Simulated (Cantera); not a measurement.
# CH₃SiH₃ + HCl + H₂ (silicon carbide growth)

Feed: 1 mol CH₃SiH₃, 2.3 mol HCl, 1.1 mol H₂, equilibrated at 75.0 Torr.

Equilibrium computed with Cantera from the NASA thermochemical tables; the gas is ideal and each condensed phase is pure. Candidate condensed phases: C, C₆H₆, C₇H₈, C₈H₁₈, Si, SiC; 109 gas species. The feed counts by its element totals alone. The tables' values for SiCl, SiCl₃ are old estimates; treat these amounts as uncertain. Gases not in the tables: Si₂H₆ and higher silanes. The numbers say what is thermodynamically allowed, not how fast it happens.

| T (°C) | log p H₂ | log p HCl | log p H | log p Si | log p SiCl₂ | log p Cl | log p SiC₂ | log p SiCl | log p C₂H₂ (acetylene) | n C(graphite) | n SiC(s) |
|---|---|---|---|---|---|---|---|---|---|---|---|
| 1325 | -1.19 | -1.47 | -4.87 | -9.01 | -3.19 | -5.25 | -11.43 | -7.36 | -5.76 | 0.0523 | 0.947 |
| 1475 | -1.19 | -1.48 | -4.23 | -7.56 | -2.97 | -4.64 | -9.53 | -6.37 | -5.13 | 0.0746 | 0.924 |
| 1625 | -1.18 | -1.49 | -3.70 | -6.34 | -2.80 | -4.13 | -7.95 | -5.54 | -4.61 | 0.104 | 0.893 |
| 1775 | -1.18 | -1.51 | -3.24 | -5.31 | -2.66 | -3.70 | -6.60 | -4.85 | -4.16 | 0.135 | 0.856 |
| 1925 | -1.18 | -1.53 | -2.85 | -4.41 | -2.56 | -3.33 | -5.43 | -4.26 | -3.78 | 0.164 | 0.814 |
| 2075 | -1.19 | -1.56 | -2.50 | -3.64 | -2.49 | -3.02 | -4.43 | -3.75 | -3.45 | 0.193 | 0.754 |
| 2225 | -1.21 | -1.61 | -2.21 | -2.95 | -2.46 | -2.76 | -3.54 | -3.32 | -3.18 | 0.253 | 0.606 |
| 2375 | -1.27 | -1.70 | -1.97 | -2.35 | -2.48 | -2.55 | -2.76 | -2.96 | -2.98 | 0.468 | 0.0382 |
log p: log10 of the partial pressure in bar; n: condensed amount in mol.

From 1325 °C to 2375 °C the condensed part is C(graphite) + SiC(s). The main Si-bearing gas is SiCl₂ at 1325 °C and Si at 2375 °C. The share of Si in condensed phases is highest at 1325 °C (94.7 %) and lowest at 2375 °C (3.8 %).
